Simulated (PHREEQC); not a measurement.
## Alkaline etch or developer: an equilibrium model

A solution holds 0.0013 mol NaOH, 0.00042 mol CO2, 0.033 mol Na2CO3 and 0.0032 mol Li2SO4 per kg of water, at 25 °C. Closed to the air; pH follows from the charge balance.

Equilibrium calculation in PHREEQC: ion-association model, phreeqc.dat.

| Quantity | Value |
|---|---|
| pH | 11.19 |
| ionic strength | 0.0889 mol/kgw |
| specific conductance | 5770 µS/cm |
| density | 1.001 g/cm³ |
| total alkalinity | 67.3 meq/kg |

| species | molality | activity | log γ |
|---|---|---|---|
| Na+ | 0.0574 | 0.0454 | -0.101 |
| CO3-2 | 0.0223 | 0.00891 | -0.398 |
| NaCO3- | 0.00957 | 0.00754 | -0.104 |
| Li+ | 0.00637 | 0.00511 | -0.096 |
| SO4-2 | 0.00285 | 0.00111 | -0.412 |
| OH- | 0.00203 | 0.00157 | -0.113 |
| HCO3- | 0.00154 | 0.00123 | -0.099 |
| NaSO4- | 0.000316 | 0.000252 | -0.099 |
| LiSO4- | 3.12e-5 | 2.46e-5 | -0.102 |

No solid was allowed to form.
